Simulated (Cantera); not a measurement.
**Diamond growth**

A diamond (100) surface in a fixed gas of H2 with x(CH4) = 0.0031, x(H) = 0.00069, at 1050 K, 0.260 bar; coverages are run to steady state.

Detailed kinetics in Cantera: the Harris–Goodwin 1993 mechanism for the reconstructed diamond (100) surface.

| x(CH3) | growth (µm/h) | θ c6HH | θ c6H* | θ c6*H | θ c6** | θ c6HM |
|---|---|---|---|---|---|---|
| 1e-06 | 0.136 | 0.562 | 0.0226 | 0.403 | 0.0116 | 0.000516 |
| 2.9e-06 | 0.395 | 0.561 | 0.0225 | 0.403 | 0.0115 | 0.00149 |
| 8.3e-06 | 1.13 | 0.559 | 0.0224 | 0.401 | 0.0115 | 0.00425 |
| 2.4e-05 | 3.21 | 0.553 | 0.0222 | 0.396 | 0.0113 | 0.0121 |
| 7e-05 | 9.01 | 0.535 | 0.0214 | 0.383 | 0.0108 | 0.0341 |
| 0.0002 | 23.3 | 0.493 | 0.0196 | 0.351 | 0.00948 | 0.0881 |
| 0.00058 | 52.8 | 0.404 | 0.0159 | 0.284 | 0.00690 | 0.200 |
| 0.0017 | 95.0 | 0.277 | 0.0105 | 0.187 | 0.00352 | 0.362 |
| 0.0048 | 132 | 0.164 | 0.00570 | 0.102 | 0.00118 | 0.506 |
θ: site fractions in the mechanism's names (c6HH fully hydrogenated, c6H* and c6*H radical sites, c6** diradical, c6HM methylated).
